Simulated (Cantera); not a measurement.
Input: 1 mol Si3N4, 0.35 mol CO2, 8.3 mol N2, held at 1773.15 K and 0.000160 bar.

Cantera equilibrium calculation (NASA polynomials, part measured and part estimated; ideal gas, pure solids and liquids). Candidate condensed phases: C, Si, SiC, SiO2, Si2N2O, Si3N4; 34 gas species. Mutual solubility and eutectic melting of coexisting phases are not modelled. The tables' values for SiN are old estimates; treat these amounts as uncertain. The numbers say what is thermodynamically allowed, not how fast it happens.

Base state: N2 0.923, SiO 0.0577, Si 0.0133, CO 0.00508, Si2N 0.000129, Si2C 0.000123, SiN 7.79e-5, Si2 7.43e-5 (mole fractions); condensed: Si(l) + SiC(s).

Question: What changes in the equilibrium state with this change: CO2 from 0.35 to 1.1 mol?

Answer: 
| species | before | after |
|---|---|---|
| N2 | 0.923 | 0.814 |
| SiO | 0.0577 | 0.156 |
| CO | 0.00508 | 0.0179 |
| Si | 0.0133 | 0.0117 |
| Si3 | 1.79e-5 | 1.20e-5 |
| Si2N | 0.000129 | 9.27e-5 |
| Si2 | 7.43e-5 | 5.68e-5 |
| SiN | 7.79e-5 | 6.39e-5 |
| Si(l), mol | 1.91 | 0 |
| SiC(s), mol | 0.292 | 0.872 |
